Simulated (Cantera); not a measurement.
Cantera run:

```python
import numpy as np
import cantera as ct

gas_names = """
    C CH CH2 CH3 CH2OH CH3O CH4 CH3OH CO CO2 COOH C2 C2H CHCO,ketyl C2H2,acetylene C2H2,vinylidene
    CH2CO,ketene C2H3,vinyl CH3CO,acetyl C2H4 C2H4O,ethylen CH3CHO,ethanal CH3COOH (HCOOH)2 C2H5 C2H6
    CH3OCH3 C2H5OH C2O C3 C3H3,propargyl C3H4,allene C3H4,propyne C3H4,cyclo- C3H5,allyl C3H6,propylene
    C3H6,cyclo- C3H6O C3H7,n-propyl C3H7,i-propyl C3H8 C3H8O,1propanol C3H8O,2propanol C3O2 C4 C4H2
    C4H4,1,3-cyclo- C4H6,butadiene C4H6,2-butyne C4H6,cyclo- C4H8,1-butene C4H8,cis2-buten
    C4H8,tr2-butene C4H8,isobutene C4H8,cyclo- (CH3COOH)2 C4H9,n-butyl C4H9,i-butyl C4H9,s-butyl
    C4H9,t-butyl C4H10,isobutane C4H10,n-butane C5 C5H6,1,3cyclo- C5H8,cyclo- C5H10,1-pentene
    C5H10,cyclo- C5H11,pentyl C5H11,t-pentyl C5H12,n-pentane C5H12,i-pentane CH3C(CH3)2CH3 C6H2
    C6H5,phenyl C6H5O,phenoxy C6H6 C6H5OH,phenol C6H10,cyclo- C6H12,1-hexene C6H12,cyclo- C6H13,n-hexyl
    C7H7,benzyl C7H8 C7H8O,cresol C7H14,1-heptene C7H15,n-heptyl C7H16,n-heptane C8H8,styrene
    C8H10,ethylbenz C8H16,1-octene C8H17,n-octyl C8H18,isooctane C8H18,n-octane C9H19,n-nonyl
    C10H8,naphthale C10H21,n-decyl C12H9,o-bipheny C12H10,bipheny Cu CuO Cu2 H HCO HO2 H2
    HCHO,formaldehy HCOOH H2O H2O2 O OH O2 O3
""".split()
cond_names = """
    C(gr) C6H6(L) C7H8(L) C8H18(L),n-octa Cu(cr) Cu(L) CuO(s) CuO2H2(s) Cu2O(s) Cu2O(L) H2O(s) H2O(L)
""".split()


def load(file, names, dense=False):
    # The tables refer to 1 bar. Condensed volumes are neglected.
    table = {s.name: s for s in ct.Species.list_from_file(file)}
    out = []
    for n in names:
        d = dict(table[n].input_data)
        d["thermo"] = dict(d["thermo"], **{"reference-pressure": 1e5})
        if dense:
            d["equation-of-state"] = {"model": "constant-volume", "density": "1e6 g/cm^3"}
        out.append(ct.Species.from_dict(d))
    return out


gas = ct.Solution(thermo="ideal-gas", species=load("nasa_gas.yaml", gas_names))
cond = {s.name: ct.Solution(thermo="fixed-stoichiometry", species=[s], name=s.name)
        for s in load("nasa_condensed.yaml", cond_names, dense=True)}
atoms = {
    'CuO': {'Cu': 1, 'O': 1},
    'C': {'C': 1},
    'H2': {'H': 2},
}
top_T = {'C(gr)': 4500, 'CuO(s)': 1390}  # K; cautious upper limits of use, not melting points


def equilibrate(T, P, feed):
    n = {}
    for name, mol in feed.items():
        for a, k in atoms[name].items():
            n[a] = n.get(a, 0.0) + k * mol
    gas.TPX = T, P, n
    mass = sum(n.values()) * gas.mean_molecular_weight
    gas.equilibrate("TP")
    valid = [c for c in cond.values() if c.min_temp <= T <= top_T.get(c.name, c.max_temp)]
    mix = ct.Mixture([(gas, mass / gas.mean_molecular_weight)] + [(c, 0.0) for c in valid])
    mix.T, mix.P = T, P
    mix.equilibrate("TP", solver="vcs", rtol=1e-11, max_steps=5000)
    return mix


results = []
feed = {'CuO': 1, 'C': 1.3, 'H2': 14}  # mol
P = 930  # Pa
for T in [825, 875, 925, 975, 1025, 1075, 1125, 1175]:
    mix = equilibrate(T, P, feed)
    results.append((T, P, feed, dict(zip(mix.species_names, mix.species_moles))))
    x = sorted(zip(gas.X, gas.species_names), reverse=True)
    print(f"T = {T:g} K  P = {P:g} Pa  gas = {mix.phase_moles(0):.4g} mol")
    print("   x: " + "  ".join(f"{s} {v:.3e}" for v, s in x if v > 1e-06))
    print("   condensed (mol): " + ("  ".join(f"{mix.phase(i).name} {mix.phase_moles(i):.4g}"
          for i in range(1, mix.n_phases) if mix.phase_moles(i) > 1e-12) or "none"))
```

Result:

```
T = 825 K  P = 930 Pa  gas = 14.78 mol
   x: H2 9.265e-01  CO 5.845e-02  CH4 7.223e-03  H2O 6.355e-03  CO2 1.431e-03
   condensed (mol): C(gr) 0.3083  Cu(cr) 1
T = 875 K  P = 930 Pa  gas = 14.91 mol
   x: H2 9.298e-01  CO 6.400e-02  CH4 3.510e-03  H2O 2.256e-03  CO2 4.097e-04
   condensed (mol): C(gr) 0.2874  Cu(cr) 1
T = 925 K  P = 930 Pa  gas = 14.96 mol
   x: H2 9.314e-01  CO 6.576e-02  CH4 1.831e-03  H2O 8.468e-04  CO2 1.209e-04
   condensed (mol): C(gr) 0.2871  Cu(cr) 1
T = 975 K  P = 930 Pa  gas = 14.98 mol
   x: H2 9.323e-01  CO 6.634e-02  CH4 1.016e-03  H2O 3.456e-04  CO2 3.931e-05
   condensed (mol): C(gr) 0.2906  Cu(cr) 1
T = 1025 K  P = 930 Pa  gas = 14.99 mol
   x: H2 9.327e-01  CO 6.654e-02  CH4 5.946e-04  H2O 1.531e-04  CO2 1.416e-05
   condensed (mol): C(gr) 0.2936  Cu(cr) 1
T = 1075 K  P = 930 Pa  gas = 14.99 mol
   x: H2 9.329e-01  CO 6.661e-02  CH4 3.650e-04  H2O 7.304e-05  CO2 5.609e-06
   condensed (mol): C(gr) 0.2957  Cu(cr) 1
T = 1125 K  P = 930 Pa  gas = 15 mol
   x: H2 9.331e-01  CO 6.664e-02  CH4 2.336e-04  H2O 3.719e-05  CO2 2.415e-06
   condensed (mol): C(gr) 0.2971  Cu(cr) 1
T = 1175 K  P = 930 Pa  gas = 15 mol
   x: H2 9.332e-01  CO 6.666e-02  CH4 1.551e-04  H2O 2.005e-05  H 1.228e-06  CO2 1.119e-06
   condensed (mol): C(gr) 0.298  Cu(cr) 1
```

These are equilibrium values from Cantera (NASA tables, ideal gas, pure condensed phases), not measurements of a reactor.
